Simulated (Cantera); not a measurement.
Input: 1 mol FeS₂, 3.2 mol H₂, 5.8 mol H₂O, held at 925 °C and 0.130 bar.

Method: chemical equilibrium by Gibbs-energy minimisation in Cantera with the NASA 1993 tables (ideal gas, pure condensed phases). Candidate condensed phases: Fe, FeO, Fe(OH)₂, Fe(OH)₃, FeS, FeSO₄, FeS₂, Fe₂O₃, Fe₂(SO₄)₃, Fe₃O₄, H₂O, H₂SO₄, S; 22 gas species. FeS: taken at fixed stoichiometry. Gases not in the tables: S₃ to S₇. Equilibrium is a limit: real reactors are often held back by kinetics, nucleation or transport.

Base state: H₂O 0.642, H₂ 0.250, H₂S 0.105, S₂ 0.00267, SO₂ 0.000126, SH 9.30e-5 (mole fractions); condensed: FeS(s).

**Question.** What changes in the equilibrium state with this change: pressure from 0.130 bar to 16.0 mbar?

**Answer.** 
```tsv
species	before	after
H₂O	0.642	0.635
H₂	0.250	0.268
H₂S	0.105	0.0845
S₂	0.00267	0.0121
SO	3.14e-6	1.76e-5
SO₂	0.000126	0.000648
S₂O	4.27e-6	1.79e-5
FeS(s), mol	1.00	1.00
```

**Question.** What changes in the equilibrium state with this change: pressure from 0.130 bar to 1.40 bar?

**Answer.** 
```csv
species,before,after
H₂O,0.642,0.644
H₂,0.250,0.245
H₂S,0.105,0.110
S₂,0.00267,0.000283
SO₂,0.000126,1.30e-5
SH,9.30e-5,3.00e-5
"FeS(s), mol",1.00,1.00
```

**Question.** What changes in the equilibrium state with this change: pressure from 0.130 bar to 0.200 bar?

**Answer.** 
| species | before | after |
|---|---|---|
| H₂O | 0.642 | 0.643 |
| H₂ | 0.250 | 0.248 |
| H₂S | 0.105 | 0.107 |
| S₂ | 0.00267 | 0.00182 |
| SO₂ | 0.000126 | 8.50e-5 |
| SH | 9.30e-5 | 7.66e-5 |
| FeS(s), mol | 1.00 | 1.00 |
